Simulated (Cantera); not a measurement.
Input: 1 mol C3H6, 0.011 mol O2, equilibrated at 0.610 bar.

Cantera equilibrium calculation (NASA polynomials, part measured and part estimated; ideal gas, pure solids and liquids). Candidate condensed phases: C, C6H6, C7H8, C8H18, H2O; 110 gas species. Rates play no part. All values below are at 1698 K.

Base state: H2 0.992, CO 0.00728, CH4 0.000662, H 0.000184, C2H2 (acetylene) 7.15e-5 (mole fractions); condensed: C(graphite).

**Question.** What changes in the equilibrium state with this change: O2 from 0.011 to 1.6 mol?

**Answer.** 
| species | before | after |
|---|---|---|
| CO | 0.00728 | 0.492 |
| H2 | 0.992 | 0.474 |
| H2O | 2.15e-6 | 0.0256 |
| CO2 | 4.63e-9 | 0.00778 |
| C2H2 (acetylene) | 7.15e-5 | <1e-9 |
| C(graphite), mol | 2.98 | 0 |
